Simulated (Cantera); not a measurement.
Input: 1 mol CF4, 0.29 mol HCl, 0.53 mol H2, equilibrated at 2323 K and 13300 Pa.

These are equilibrium values from Cantera (NASA tables, ideal gas, pure condensed phases), not measurements of a reactor. Candidate condensed phases: C, C6H6, C7H8, C8H18; 118 gas species. The tables' values for C2F4 are old estimates; treat these amounts as uncertain. Gases not in the tables: C2F6 and larger saturated fluorocarbons. The numbers say what is thermodynamically allowed, not how fast it happens.

Base state: HF 0.526, CF4 0.177, CF2 0.127, Cl 0.110, F 0.0471, CF3 0.00855, HCl 0.00217, CF 0.000854 (mole fractions); condensed: C(graphite).

### Question
What changes in the equilibrium state with this change: H2 from 0.53 to 2.5 mol?

### Answer
| species | before | after |
|---|---|---|
| HF | 0.526 | 0.829 |
| H2 | 1.79e-7 | 0.100 |
| HCl | 0.00217 | 0.0563 |
| CF4 | 0.177 | <1e-9 |
| CF2 | 0.127 | 5.66e-7 |
| F | 0.0471 | 9.93e-5 |
| Cl | 0.110 | 0.00381 |
| CF3 | 0.00855 | <1e-9 |
| C2H2 (acetylene) | <1e-9 | 0.000486 |
| C(graphite), mol | 0.196 | 0.995 |

### Question
What changes in the equilibrium state with this change: HCl from 0.29 to 0.014 mol?

### Answer
```csv
species,before,after
HF,0.526,0.520
CF4,0.177,0.256
CF2,0.127,0.153
Cl,0.110,0.00661
CF3,0.00855,0.0113
F,0.0471,0.0517
Cl2,0.000351,1.27e-6
HCl,0.00217,0.000118
ClF,0.000257,1.70e-5
CClF3,0.000383,3.04e-5
"C(graphite), mol",0.196,0.130
```

### Question
What changes in the equilibrium state with this change: temperature from 2323 K to 2800 K?

### Answer
| species | before | after |
|---|---|---|
| HF | 0.526 | 0.384 |
| F | 0.0471 | 0.298 |
| CF2 | 0.127 | 0.205 |
| CF4 | 0.177 | 0.00389 |
| CF | 0.000854 | 0.0220 |
| Cl | 0.110 | 0.0819 |
| C2 | 1.70e-8 | 2.31e-5 |
| C3 | 1.91e-7 | 0.000237 |
| C | 9.09e-8 | 4.94e-5 |
| CClF3 | 0.000383 | 5.08e-6 |
| H | 1.26e-5 | 0.000272 |
| C(graphite), mol | 0.196 | 0.174 |
